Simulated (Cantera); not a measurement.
Input: 1 mol Cu2O, 3.3 mol H2, 0.42 mol N2, at 37.0 Pa.

These are equilibrium values from Cantera (NASA tables, ideal gas, pure condensed phases), not measurements of a reactor. Candidate condensed phases: Cu, CuO, Cu(OH)2, Cu2O, H2O; 27 gas species. Rates play no part. All values below are at 1375 °C.

Base state: H2 0.484, Cu 0.213, H2O 0.211, N2 0.0886, H 0.00322, Cu2 0.000198, OH 6.31e-5 (mole fractions); condensed: Cu(l).

Q: What changes in the equilibrium state with this change: pressure from 37.0 Pa to 8.90 bar?

A: 
```json
[
 {"species": "H2", "before": "0.484", "after": "0.618"},
 {"species": "H2O", "before": "0.211", "after": "0.269"},
 {"species": "N2", "before": "0.0886", "after": "0.113"},
 {"species": "Cu", "before": "0.213", "after": "8.87e-6"},
 {"species": "NH3", "before": "1.53e-9", "after": "6.00e-5"},
 {"species": "Cu2", "before": "0.000198", "after": "8.24e-9"},
 {"species": "Cu(l), mol", "before": "0.986", "after": "2.00"}
]
```
